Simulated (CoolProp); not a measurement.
Properties of hexamethyldisiloxane (MM) along the isobar 0.842 MPa (Tc = 518.7 K, pc = 1.931 MPa, ω = 0.418).

Computed with CoolProp (reference Helmholtz-energy equation of state, Thol 2016).

```tsv
T (K)	phase	cp (kJ/(kg K))	Joule-Thomson coefficient (K/MPa)
229.5	liquid	1.753	-0.4950
244.8	liquid	1.778	-0.4803
260.2	liquid	1.809	-0.4628
275.5	liquid	1.842	-0.4429
290.8	liquid	1.879	-0.4205
306.1	liquid	1.919	-0.3956
321.4	liquid	1.960	-0.3676
336.8	liquid	2.003	-0.3358
352.1	liquid	2.047	-0.2994
367.4	liquid	2.092	-0.2569
382.7	liquid	2.139	-0.2059
398	liquid	2.188	-0.1426
413.3	liquid	2.240	-0.06118
```
